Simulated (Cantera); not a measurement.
A closed system holds: 1 mol MgSO₄, 2.7 mol CO₂, 0.11 mol O₂, 3.4 mol H₂, held at 1548 K and 17.0 mbar.

These are equilibrium values from Cantera (NASA tables, ideal gas, pure condensed phases), not measurements of a reactor. Candidate condensed phases: C, C₆H₆, C₇H₈, C₈H₁₈, H₂O, H₂SO₄, Mg, MgCO₃, MgO, Mg(OH)₂, MgS, MgSO₄, S; 130 gas species. Kinetics and transport are ignored.

Base state: H₂O 0.409, CO₂ 0.255, CO 0.135, SO₂ 0.0934, H₂ 0.0774, S₂ 0.0207, H₂S 0.00421, SO 0.00373 (mole fractions); condensed: MgO(s).

Q: What changes in the equilibrium state with this change: H₂ from 3.4 to 0.38 mol?

A: 
```tsv
species	before	after
CO₂	0.255	0.600
SO₂	0.0934	0.222
O₂	2.04e-8	0.0932
H₂O	0.409	0.0843
CO	0.135	0.000148
S₂	0.0207	<1e-9
H₂	0.0774	7.47e-6
H₂S	0.00421	<1e-9
SH	0.000780	<1e-9
S₂O	0.000298	<1e-9
COS	0.000245	<1e-9
S	7.71e-5	<1e-9
MgO(s), mol	1.000	1.00
```

Q: What changes in the equilibrium state with this change: O₂ from 0.11 to 11 mol?

A: 
| species | before | after |
|---|---|---|
| O₂ | 2.04e-8 | 0.580 |
| H₂O | 0.409 | 0.201 |
| CO₂ | 0.255 | 0.160 |
| CO | 0.135 | 1.58e-5 |
| S₂ | 0.0207 | <1e-9 |
| H₂ | 0.0774 | 7.13e-6 |
| SO₂ | 0.0934 | 0.0590 |
| H₂S | 0.00421 | <1e-9 |
| SH | 0.000780 | <1e-9 |
| S₂O | 0.000298 | <1e-9 |
| COS | 0.000245 | <1e-9 |
| MgO(s), mol | 1.000 | 1.000 |

Q: What changes in the equilibrium state with this change: temperature from 1548 K to 950 K?

A: 
```csv
species,before,after
H₂O,0.409,0.463
CO₂,0.255,0.411
H₂S,0.00421,0.0523
CO,0.135,0.00410
SO₂,0.0934,0.0188
H₂,0.0774,0.00829
S₂,0.0207,0.0408
H,6.57e-5,<1e-9
S,7.71e-5,2.73e-9
OH,1.16e-5,<1e-9
SO,0.00373,5.21e-6
SH,0.000780,9.40e-6
"MgO(s), mol",1.000,1.00
```
Gases not in the tables: S₃ to S₇.
